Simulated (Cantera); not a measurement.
# Gas activation for diamond growth

An isothermal, constant-pressure homogeneous reactor starts with CH₄ : H₂ : H = 0.019 : 1 : 0.0027 (molar parts), at 1925 K and 0.132 atm.

Cantera simulation using GRI-Mech 3.0 (53 species, 325 reactions); the numbers are that mechanism's predictions, not measurements. GRI-Mech 3.0 stops at C3 and has no aromatics, soot or wall deposition, so with more carbon than oxygen in the feed, carbon stays in small species such as C2H2 where larger ones or solid carbon would form.

```
t (s)        x CH₄   x H₂      x H    x C₂H₂   x C₂H₆    x CH₂
--------  --------  -----  -------  --------  -------  -------
0.000300    0.0177  0.979  0.00207   5.61e-5  1.96e-6  1.71e-6
0.000902    0.0172  0.979  0.00223  0.000261  2.06e-6  1.93e-6
0.00271     0.0159  0.980  0.00239  0.000923  1.92e-6  2.04e-6
0.00815     0.0128  0.982  0.00245   0.00252  1.28e-6  1.75e-6
0.0245     0.00794  0.984  0.00250   0.00502  5.09e-7  1.18e-6
0.0736     0.00363  0.986  0.00257   0.00724  1.10e-7  5.83e-7
0.221      0.00136  0.988  0.00260   0.00841  1.61e-8  2.30e-7
0.665     0.000523  0.988  0.00262   0.00885  2.68e-9  8.97e-8
2.00      0.000313  0.988  0.00262   0.00895  1.19e-9  5.40e-8
```
x: mole fraction; the columns are a selection and need not sum to one.

Equilibrium at this temperature and pressure: CH₄ 0.000301, H₂ 0.988, H 0.00262, C₂H₂ 0.00896, C₂H₆ 1.13e-9, CH₂ 5.20e-8 (gas phase only).
